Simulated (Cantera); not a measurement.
Charge: 1 mol CCl4, a varied amount of Si, 0.4 mol H2, equilibrated at 1752 °C and 0.130 bar.

Equilibrium computed with Cantera from the NASA thermochemical tables; the gas is ideal and each condensed phase is pure. Candidate condensed phases: C, C6H6, C7H8, C8H18, Si, SiC; 109 gas species. The tables' values for SiCl3 are old estimates; treat these amounts as uncertain. The numbers say what is thermodynamically allowed, not how fast it happens.

At 0.056 mol Si, list the 4 most abundant gas species with their mole fractions, and the condensed phases.

Cl 0.669, HCl 0.227, Cl2 0.0884, SiCl4 0.0148. Condensed: C(graphite).
